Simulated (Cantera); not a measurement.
An isothermal, constant-pressure homogeneous reactor starts with CH4 : CO2 : H2 = 1 : 1 : 1.5 (molar parts), at 1475 K and 14.8 atm. Integrator tolerance rtol = 1e-08.

Model: GRI-Mech 3.0 (53 species, 325 reactions), integrated in Cantera. The pressure lies above the range GRI-Mech 3.0 was tuned for (to about 10 atm).

| quantity | before | after |
|---|---|---|
| x(CH4) at 100 s | 0.108 (gas-phase equilibrium 0.0117) | 0.0706 (gas-phase equilibrium 0.00155) |
| x(CO2) at 100 s | 0.0233 (gas-phase equilibrium 0.00222) | 0.0183 (gas-phase equilibrium 0.000291) |
| x(H2) at 100 s | 0.470 (gas-phase equilibrium 0.618) | 0.513 (gas-phase equilibrium 0.634) |
| x(CH2CO) at 100 s | 1.09e-6 (gas-phase equilibrium 1.04e-7) | 1.13e-6 (gas-phase equilibrium 1.36e-8) |
| x(CH2O) at 100 s | 1.01e-6 (gas-phase equilibrium 1.47e-6) | 1.65e-7 (gas-phase equilibrium 1.93e-7) |

Q: Name the change that produced these shifts.
A. pressure from 14.8 atm to 0.132 atm
B. pressure from 14.8 atm to 1.88 atm
C. H2 1.5 to 10 parts
D. CO2 1 to 2.3 parts

A: B, pressure from 14.8 atm to 1.88 atm
